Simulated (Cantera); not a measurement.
An adiabatic, constant-volume homogeneous reactor starts with H₂ : O₂ : N₂ = 1 : 0.617 : 2.32 (molar parts), equivalence ratio 0.81, at 1800 K and 0.355 atm. Integrator tolerance rtol = 1e-08.

Computed with Cantera and GRI-Mech 3.0 (53 species, 325 reactions).

Problem. What does this change do: pressure from 0.355 atm to 0.987 atm?

Solution. 
```tsv
quantity	before	after
time of steepest temperature rise	15.3 µs	5.75 µs
temperature at 8.00 s	2879 K	2988 K
equilibrium temperature	2879 K	2988 K
x(H₂) at 8.00 s	0.0425 (gas-phase equilibrium 0.0425)	0.0396 (gas-phase equilibrium 0.0396)
x(O₂) at 8.00 s	0.0337 (gas-phase equilibrium 0.0337)	0.0317 (gas-phase equilibrium 0.0317)
x(NO) at 8.00 s	0.0147 (gas-phase equilibrium 0.0147)	0.0164 (gas-phase equilibrium 0.0164)
x(NO₂) at 8.00 s	2.72e-6 (gas-phase equilibrium 2.72e-6)	4.60e-6 (gas-phase equilibrium 4.60e-6)
x(H) at 8.00 s	0.0304 (gas-phase equilibrium 0.0304)	0.0246 (gas-phase equilibrium 0.0246)
x(OH) at 8.00 s	0.0417 (gas-phase equilibrium 0.0417)	0.0412 (gas-phase equilibrium 0.0412)
x(O) at 8.00 s	0.0185 (gas-phase equilibrium 0.0185)	0.0157 (gas-phase equilibrium 0.0157)
```

Problem. What does this change do: pressure from 0.355 atm to 1.00 atm?

Solution. 
| quantity | before | after |
|---|---|---|
| time of steepest temperature rise | 15.3 µs | 5.68 µs |
| temperature at 8.00 s | 2879 K | 2989 K |
| equilibrium temperature | 2879 K | 2989 K |
| x(H₂) at 8.00 s | 0.0425 (gas-phase equilibrium 0.0425) | 0.0396 (gas-phase equilibrium 0.0396) |
| x(O₂) at 8.00 s | 0.0337 (gas-phase equilibrium 0.0337) | 0.0317 (gas-phase equilibrium 0.0317) |
| x(NO) at 8.00 s | 0.0147 (gas-phase equilibrium 0.0147) | 0.0164 (gas-phase equilibrium 0.0164) |
| x(NO₂) at 8.00 s | 2.72e-6 (gas-phase equilibrium 2.72e-6) | 4.63e-6 (gas-phase equilibrium 4.63e-6) |
| x(H) at 8.00 s | 0.0304 (gas-phase equilibrium 0.0304) | 0.0245 (gas-phase equilibrium 0.0245) |
| x(OH) at 8.00 s | 0.0417 (gas-phase equilibrium 0.0417) | 0.0412 (gas-phase equilibrium 0.0412) |
| x(O) at 8.00 s | 0.0185 (gas-phase equilibrium 0.0185) | 0.0157 (gas-phase equilibrium 0.0157) |
